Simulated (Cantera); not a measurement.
A Cantera script and what it prints.

```python
import numpy as np
import cantera as ct

gas_names = """
    CL CL2 H HCL H2 N NH NH2 NH3 N2 N2H2 N2H4 Si SiCL SiCL2 SiCL3 SiCL4 SiH SiHCL3 SiH2 SiH2CL2 SiH3
    SiH3CL SiH4 SiN Si2 Si2N Si3
""".split()
cond_names = """
    NH4CL(a) NH4CL(b) Si(cr) Si(L) Si3N4(a)
""".split()


def load(file, names, dense=False):
    # The tables refer to 1 bar. Condensed volumes are neglected.
    table = {s.name: s for s in ct.Species.list_from_file(file)}
    out = []
    for n in names:
        d = dict(table[n].input_data)
        d["thermo"] = dict(d["thermo"], **{"reference-pressure": 1e5})
        if dense:
            d["equation-of-state"] = {"model": "constant-volume", "density": "1e6 g/cm^3"}
        out.append(ct.Species.from_dict(d))
    return out


gas = ct.Solution(thermo="ideal-gas", species=load("nasa_gas.yaml", gas_names))
cond = {s.name: ct.Solution(thermo="fixed-stoichiometry", species=[s], name=s.name)
        for s in load("nasa_condensed.yaml", cond_names, dense=True)}
atoms = {
    'Si2Cl6': {'Si': 2, 'CL': 6},
    'NH3': {'N': 1, 'H': 3},
    'H2': {'H': 2},
}
top_T = {'Si3N4(a)': 2400}  # K; cautious upper limits of use, not melting points


def equilibrate(T, P, feed):
    n = {}
    for name, mol in feed.items():
        for a, k in atoms[name].items():
            n[a] = n.get(a, 0.0) + k * mol
    gas.TPX = T, P, n
    mass = sum(n.values()) * gas.mean_molecular_weight
    gas.equilibrate("TP")
    valid = [c for c in cond.values() if c.min_temp <= T <= top_T.get(c.name, c.max_temp)]
    mix = ct.Mixture([(gas, mass / gas.mean_molecular_weight)] + [(c, 0.0) for c in valid])
    mix.T, mix.P = T, P
    mix.equilibrate("TP", solver="vcs", rtol=1e-11, max_steps=5000)
    return mix


results = []
feed = {'Si2Cl6': 1, 'NH3': 0.31, 'H2': 37}  # mol
P = 22000  # Pa
for T in [873, 923, 973, 1023, 1073, 1123, 1173]:
    mix = equilibrate(T, P, feed)
    results.append((T, P, feed, dict(zip(mix.species_names, mix.species_moles))))

top = {s: max(r[3][s] / sum(r[3][g] for g in gas_names) for r in results) for s in gas_names}
cols = sorted((s for s in top if top[s] > 1e-05), key=lambda s: -top[s])[:5]
seen = [c for c in cond_names if any(r[3].get(c, 0) > 1e-12 for r in results)]
print("log10 of partial pressures in bar; condensed amounts in mol")
print(f"{'T/K':>10s}" + "".join(f"{s[:9]:>10s}" for s in cols + seen))
for T, P, feed, n in results:
    ng = sum(n[g] for g in gas_names)
    print(f"{T:10.4g}" + "".join(f"{np.log10(max(n[s] / ng * P / 1e5, 1e-99)):10.3f}" for s in cols)
          + "".join(f"{n.get(c, 0):10.4g}" for c in seen))
```

Result:

```
log10 of partial pressures in bar; condensed amounts in mol
       T/K        H2       HCL     SiCL4    SiHCL3     SiCL2    Si(cr)  Si3N4(a)
       873    -0.678    -3.104    -2.241    -2.484    -5.427     0.141    0.0775
       923    -0.679    -2.876    -2.248    -2.498    -4.917    0.1673    0.0775
       973    -0.680    -2.674    -2.260    -2.516    -4.463    0.2035    0.0775
      1023    -0.681    -2.495    -2.280    -2.538    -4.059    0.2506    0.0775
      1073    -0.684    -2.336    -2.310    -2.569    -3.700    0.3078    0.0775
      1123    -0.687    -2.197    -2.355    -2.610    -3.383    0.3719    0.0775
      1173    -0.690    -2.076    -2.421    -2.667    -3.106    0.4371    0.0775
```

These are equilibrium values from Cantera (NASA tables, ideal gas, pure condensed phases), not measurements of a reactor. The feed counts by its element totals alone. Mutual solubility and eutectic melting of coexisting phases are not modelled. The tables' values for SiCl3 are old estimates; treat these amounts as uncertain.
